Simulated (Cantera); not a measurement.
What does this Cantera script print?

```python
import numpy as np
import cantera as ct

gas_names = """
    C CH CH2 CH3 CH2OH CH3O CH4 CH3OH CN CO CO2 COOH C2 C2H CHCO,ketyl C2H2,acetylene C2H2,vinylidene
    CH2CO,ketene C2H3,vinyl CH3CN CH3CO,acetyl C2H4 C2H4O,ethylen CH3CHO,ethanal CH3COOH (HCOOH)2 C2H5
    C2H6 CH3OCH3 C2H5OH CCN CNC C2N2 C2O C3 C3H3,propargyl C3H4,allene C3H4,propyne C3H4,cyclo-
    C3H5,allyl C3H6,propylene C3H6,cyclo- C3H6O C3H7,n-propyl C3H7,i-propyl C3H8 C3H8O,1propanol
    C3H8O,2propanol C3O2 C4 C4H2 C4H4,1,3-cyclo- C4H6,butadiene C4H6,2-butyne C4H6,cyclo- C4H8,1-butene
    C4H8,cis2-buten C4H8,tr2-butene C4H8,isobutene C4H8,cyclo- (CH3COOH)2 C4H9,n-butyl C4H9,i-butyl
    C4H9,s-butyl C4H9,t-butyl C4H10,isobutane C4H10,n-butane C4N2 C5 C5H6,1,3cyclo- C5H8,cyclo-
    C5H10,1-pentene C5H10,cyclo- C5H11,pentyl C5H11,t-pentyl C5H12,n-pentane C5H12,i-pentane
    CH3C(CH3)2CH3 C6H2 C6H5,phenyl C6H5O,phenoxy C6H6 C6H5OH,phenol C6H10,cyclo- C6H12,1-hexene
    C6H12,cyclo- C6H13,n-hexyl C7H7,benzyl C7H8 C7H8O,cresol C7H14,1-heptene C7H15,n-heptyl
    C7H16,n-heptane C8H8,styrene C8H10,ethylbenz C8H16,1-octene C8H17,n-octyl C8H18,isooctane
    C8H18,n-octane C9H19,n-nonyl C10H8,naphthale C10H21,n-decyl C12H9,o-bipheny C12H10,bipheny H HCN HCO
    HCCN HNC HNCO HNO HNO2 HNO3 HO2 H2 HCHO,formaldehy HCOOH H2O H2O2 N NCO NH NH2 NH3 NH2OH NO NO2 NO3
    N2 N2H2 N2H4 N2O O OH O2 O3 Si SiC SiC2 SiC4H12 SiH SiH2 SiH3 SiH4 SiN SiO SiO2 Si2 Si2C Si2N Si3
""".split()
cond_names = """
    C(gr) C6H6(L) C7H8(L) C8H18(L),n-octa H2O(s) H2O(L) Si(cr) Si(L) SiC(b) SiO2(Lqz) SiO2(hqz) SiO2(L)
    Si2N2O(s) Si3N4(a)
""".split()


def load(file, names, dense=False):
    # The tables refer to 1 bar. Condensed volumes are neglected.
    table = {s.name: s for s in ct.Species.list_from_file(file)}
    out = []
    for n in names:
        d = dict(table[n].input_data)
        d["thermo"] = dict(d["thermo"], **{"reference-pressure": 1e5})
        if dense:
            d["equation-of-state"] = {"model": "constant-volume", "density": "1e6 g/cm^3"}
        out.append(ct.Species.from_dict(d))
    return out


gas = ct.Solution(thermo="ideal-gas", species=load("nasa_gas.yaml", gas_names))
cond = {s.name: ct.Solution(thermo="fixed-stoichiometry", species=[s], name=s.name)
        for s in load("nasa_condensed.yaml", cond_names, dense=True)}
atoms = {
    'TEOS': {'Si': 1, 'C': 8, 'H': 20, 'O': 4},
    'NO': {'N': 1, 'O': 1},
}
top_T = {'C(gr)': 4500, 'SiC(b)': 3050, 'Si2N2O(s)': 2100, 'Si3N4(a)': 2400}  # K; cautious upper limits of use, not melting points


def equilibrate(T, P, feed):
    n = {}
    for name, mol in feed.items():
        for a, k in atoms[name].items():
            n[a] = n.get(a, 0.0) + k * mol
    gas.TPX = T, P, n
    mass = sum(n.values()) * gas.mean_molecular_weight
    gas.equilibrate("TP")
    valid = [c for c in cond.values() if c.min_temp <= T <= top_T.get(c.name, c.max_temp)]
    mix = ct.Mixture([(gas, mass / gas.mean_molecular_weight)] + [(c, 0.0) for c in valid])
    mix.T, mix.P = T, P
    mix.equilibrate("TP", solver="vcs", rtol=1e-11, max_steps=5000)
    return mix


results = []
feed = {'TEOS': 1, 'NO': 1.4}  # mol
P = 1500  # Pa
for T in [1148, 1223, 1298, 1373, 1448, 1523, 1598, 1673, 1748, 1823, 1898, 1973, 2048, 2123]:
    mix = equilibrate(T, P, feed)
    results.append((T, P, feed, dict(zip(mix.species_names, mix.species_moles))))
    x = sorted(zip(gas.X, gas.species_names), reverse=True)
    print(f"T = {T:g} K  P = {P:g} Pa  gas = {mix.phase_moles(0):.4g} mol")
    print("   x: " + "  ".join(f"{s} {v:.3e}" for v, s in x if v > 1e-06))
    print("   condensed (mol): " + ("  ".join(f"{mix.phase(i).name} {mix.phase_moles(i):.4g}"
          for i in range(1, mix.n_phases) if mix.phase_moles(i) > 1e-12) or "none"))
```

Result:

```
T = 1148 K  P = 1500 Pa  gas = 14.1 mol
   x: H2 7.090e-01  CO 2.410e-01  N2 4.966e-02  CH4 1.794e-04  H2O 1.232e-04  CO2 3.545e-05  HCN 7.655e-06
   condensed (mol): C(gr) 4.6  SiO2(hqz) 1
T = 1223 K  P = 1500 Pa  gas = 14.1 mol
   x: H2 7.091e-01  CO 2.411e-01  N2 4.964e-02  CH4 1.005e-04  H2O 5.152e-05  HCN 1.795e-05  CO2 1.200e-05  H 2.067e-06
   condensed (mol): C(gr) 4.599  SiO2(hqz) 1
T = 1298 K  P = 1500 Pa  gas = 14.46 mol
   x: H2 6.914e-01  CO 2.726e-01  N2 3.587e-02  CH4 5.712e-05  HCN 3.199e-05  H2O 2.628e-05  H 7.275e-06  CO2 5.906e-06  SiO 3.415e-06
   condensed (mol): C(gr) 4.056  SiO2(hqz) 0.6379  Si2N2O(s) 0.1811
T = 1373 K  P = 1500 Pa  gas = 15.1 mol
   x: H2 6.621e-01  CO 3.245e-01  N2 1.325e-02  SiO 5.045e-05  HCN 3.718e-05  CH4 3.311e-05  H 2.212e-05  H2O 1.509e-05  CO2 3.589e-06  C2H2,acetylene 1.144e-06
   condensed (mol): C(gr) 3.1  Si2N2O(s) 0.4996
T = 1448 K  P = 1500 Pa  gas = 15.1 mol
   x: H2 6.619e-01  CO 3.242e-01  N2 1.337e-02  SiO 3.306e-04  HCN 6.801e-05  H 6.123e-05  CH4 2.193e-05  H2O 8.157e-06  C2H2,acetylene 3.146e-06  CO2 1.686e-06
   condensed (mol): C(gr) 3.101  Si2N2O(s) 0.4975
T = 1523 K  P = 1500 Pa  gas = 16.1 mol
   x: H2 6.209e-01  CO 3.347e-01  N2 4.337e-02  SiO 7.212e-04  HCN 2.035e-04  H 1.487e-04  CH4 1.332e-05  C2H2,acetylene 7.336e-06  H2O 4.546e-06  HNC 3.697e-06
   condensed (mol): C(gr) 1.62  SiC(b) 0.9884
T = 1598 K  P = 1500 Pa  gas = 16.1 mol
   x: H2 6.206e-01  CO 3.344e-01  N2 4.330e-02  SiO 9.627e-04  H 3.424e-04  HCN 3.314e-04  C2H2,acetylene 1.672e-05  CH4 9.513e-06  HNC 7.539e-06  H2O 2.756e-06
   condensed (mol): C(gr) 1.625  SiC(b) 0.9845
T = 1673 K  P = 1500 Pa  gas = 16.11 mol
   x: H2 6.202e-01  CO 3.340e-01  N2 4.320e-02  SiO 1.251e-03  H 7.323e-04  HCN 5.159e-04  C2H2,acetylene 3.534e-05  HNC 1.440e-05  CH4 7.005e-06  H2O 1.748e-06
   condensed (mol): C(gr) 1.631  SiC(b) 0.9798
T = 1748 K  P = 1500 Pa  gas = 16.11 mol
   x: H2 6.194e-01  CO 3.336e-01  N2 4.305e-02  SiO 1.588e-03  H 1.468e-03  HCN 7.722e-04  C2H2,acetylene 6.995e-05  HNC 2.598e-05  CH4 5.293e-06  Si 1.829e-06  H2O 1.153e-06
   condensed (mol): C(gr) 1.636  SiC(b) 0.9744
T = 1823 K  P = 1500 Pa  gas = 16.12 mol
   x: H2 6.181e-01  CO 3.330e-01  N2 4.284e-02  H 2.781e-03  SiO 1.975e-03  HCN 1.116e-03  C2H2,acetylene 1.306e-04  HNC 4.457e-05  Si 7.875e-06  CH4 4.089e-06
   condensed (mol): C(gr) 1.641  SiC(b) 0.968
T = 1898 K  P = 1500 Pa  gas = 16.14 mol
   x: H2 6.160e-01  CO 3.321e-01  N2 4.255e-02  H 5.009e-03  SiO 2.410e-03  HCN 1.563e-03  C2H2,acetylene 2.318e-04  HNC 7.308e-05  Si 3.017e-05  CH4 3.218e-06  SiH 2.530e-06  SiH2 1.307e-06
   condensed (mol): C(gr) 1.644  SiC(b) 0.9605
T = 1973 K  P = 1500 Pa  gas = 16.17 mol
   x: H2 6.125e-01  CO 3.310e-01  N2 4.216e-02  H 8.622e-03  SiO 2.893e-03  HCN 2.128e-03  C2H2,acetylene 3.924e-04  HNC 1.150e-04  Si 1.042e-04  SiH 7.227e-06  SiC2 3.798e-06  SiH2 2.758e-06  CH4 2.569e-06  Si2C 2.545e-06
   condensed (mol): C(gr) 1.646  SiC(b) 0.9512
T = 2048 K  P = 1500 Pa  gas = 16.22 mol
   x: H2 6.072e-01  CO 3.295e-01  N2 4.165e-02  H 1.425e-02  SiO 3.420e-03  HCN 2.820e-03  C2H2,acetylene 6.366e-04  Si 3.285e-04  HNC 1.745e-04  SiH 1.905e-05  SiC2 1.692e-05  Si2C 1.097e-05  SiH2 5.488e-06  CH4 2.073e-06  SiN 1.912e-06  CN 1.735e-06
   condensed (mol): C(gr) 1.647  SiC(b) 0.9381
T = 2123 K  P = 1500 Pa  gas = 16.3 mol
   x: H2 5.991e-01  CO 3.273e-01  N2 4.098e-02  H 2.267e-02  SiO 3.984e-03  HCN 3.644e-03  C2H2,acetylene 9.922e-04  Si 9.536e-04  HNC 2.555e-04  SiC2 6.761e-05  SiH 4.672e-05  Si2C 4.253e-05  SiH2 1.034e-05  SiN 4.670e-06  CN 4.231e-06  CH4 1.682e-06  CH3 1.236e-06  Si2 1.098e-06  C2H 1.041e-06
   condensed (mol): C(gr) 1.65  SiC(b) 0.916
```

These are equilibrium values from Cantera (NASA tables, ideal gas, pure condensed phases), not measurements of a reactor. The feed counts by its element totals alone. Mutual solubility and eutectic melting of coexisting phases are not modelled. The tables hold silica as quartz up to 1696 K and as liquid above; real silica turns to tridymite and cristobalite and melts near 1996 K. Gases not in the tables: Si2H6 and higher silanes.
